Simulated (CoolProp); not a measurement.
Computed with CoolProp (reference Helmholtz-energy equation of state, Akasaka 2023).

### Question
For R1336mzz(E), give the phase and the density (kg/m³), cv (kJ/(kg K)), speed of sound (m/s), fugacity coefficient at 410 K and 2.14 MPa; 410 K and 3.56 MPa.

### Answer
- 410 K and 2.14 MPa: gas; density 152, cv 0.917, speed of sound 107, fugacity coefficient 0.750
- 410 K and 3.56 MPa: supercritical; density 739, cv 0.982, speed of sound 110, fugacity coefficient 0.573
